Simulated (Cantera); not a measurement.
An isothermal, constant-pressure homogeneous reactor starts with NO : N2 = 1 : 3.2 (molar parts), at 1925 K and 90.0 Torr.

Detailed kinetics in Cantera: GRI-Mech 3.0 (53 species, 325 reactions).

Problem. Predict: x(NO) at 2.00 s; x(O2) at 2.00 s; x(O) at 2.00 s; x(N2O) at 2.00 s; x(NO2) at 2.00 s.

Solution. 
* **x(NO) at 2.00 s**: 0.210 (gas-phase equilibrium 0.00488)
* **x(O2) at 2.00 s**: 0.0138 (gas-phase equilibrium 0.116)
* **x(O) at 2.00 s**: 0.000144 (gas-phase equilibrium 0.000365)
* **x(N2O) at 2.00 s**: 1.82e-5 (gas-phase equilibrium 1.01e-7)
* **x(NO2) at 2.00 s**: 3.89e-5 (gas-phase equilibrium 2.47e-6)
